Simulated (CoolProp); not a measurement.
Aqueous magnesium chloride as a coolant, at -4 °C, 1 atm.

Values from CoolProp's Melinder's fits for secondary coolants.

```
mass %  freezing point (°C)  Prandtl number  cp (kJ/(kg K))  conductivity (W/(m K))  density (kg/m³)
------  -------------------  --------------  --------------  ----------------------  ---------------
8.9                    -6.8            20.6           3.630                   0.536             1080
10.8                   -9.4            22.5           3.519                   0.531             1097
12.7                  -12.5            24.4      (withheld)                   0.526             1114
14.6                  -16.0            26.1           3.309                   0.521             1132
16.6                  -20.1            27.6           3.206                   0.516       (withheld)
18.5                  -24.6            30.0           3.113                   0.512             1169
20.4                  -29.9            36.0           3.025                   0.506             1188
22.3                  -36.6            54.3      (withheld)              (withheld)       (withheld)
```

Task: Some entries are withheld; supply them.

Result: 
- 12.7, cp (kJ/(kg K)): 3.412
- 16.6, density (kg/m³): 1150
- 22.3, cp (kJ/(kg K)): 2.943
- 22.3, conductivity (W/(m K)): 0.498
- 22.3, density (kg/m³): 1209
